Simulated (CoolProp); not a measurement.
Ethanol along the isotherm 286.05 °C: density (kg/m³) from the reference equation and from simpler models built on Tc = 241.6 °C, pc = 6.268 MPa, ω = 0.644; each cubic takes its own stable root.

The numbers come from the reference Helmholtz-energy equation of state, Schroeder 2014 in CoolProp.

```
p (MPa)          phase  reference
-------  -------------  ---------
0.0496             gas     0.4922
0.102              gas      1.014
0.209              gas      2.085
0.429              gas      4.310
0.881              gas      8.986
1.81               gas      19.08
3.72               gas      42.46
7.63     supercritical      113.3
15.7     supercritical      405.8
```

### Question
How far does each simpler model (van der Waals, Redlich-Kwong, Soave-Redlich-Kwong) lie from the reference over these 9 states: mean and median of the absolute difference, and the worst?

### Answer
- van der Waals: mean 6.0 %, median 0.7 %, worst -26.3 % at 286.05 °C and 15.7 MPa
- Redlich-Kwong: mean 4.6 %, median 1.0 %, worst +16.6 % at 286.05 °C and 7.63 MPa
- Soave-Redlich-Kwong: mean 3.5 %, median 0.6 %, worst -25.3 % at 286.05 °C and 15.7 MPa
